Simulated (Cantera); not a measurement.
A perfectly stirred reactor is fed with 0.517 % H2, 99.5 % O2, at 0.0263 atm; it is held at 1225 K, and followed from long to short residence time.

Detailed kinetics in Cantera: the H2/O2 subset of GRI-Mech 3.0, which has no nitrogen chemistry. Radical loss at walls, strong at low pressure, is not modelled.

x: mole fraction; the columns are a selection and need not sum to one.

| τ (s) | x H2 | x O2 | x H2O | x H2O2 | x O |
|---|---|---|---|---|---|
| 2.4 | 1.33e-5 | 0.994 | 0.00509 | 1.03e-8 | 0.000487 |
| 0.96 | 2.22e-5 | 0.994 | 0.00505 | 1.30e-8 | 0.000836 |
| 0.38 | 3.76e-5 | 0.993 | 0.00500 | 1.60e-8 | 0.00137 |
| 0.15 | 6.62e-5 | 0.993 | 0.00492 | 1.95e-8 | 0.00207 |
| 0.062 | ? | 0.992 | 0.00480 | ? | ? |
| 0.025 | 0.000232 | 0.991 | 0.00461 | 3.15e-8 | 0.00330 |
| 0.010 | 0.000475 | 0.991 | 0.00427 | 4.38e-8 | 0.00347 |
| 0.0041 | 0.000971 | 0.991 | 0.00369 | 5.94e-8 | 0.00320 |
| 0.0016 | ? | 0.992 | ? | ? | ? |

What belongs in the gaps?


- 0.062, x H2: 0.000119
- 0.062, x H2O2: 2.41e-8
- 0.062, x O: 0.00277
- 0.0016, x H2: 0.00204
- 0.0016, x H2O: 0.00260
- 0.0016, x H2O2: 6.74e-8
- 0.0016, x O: 0.00234
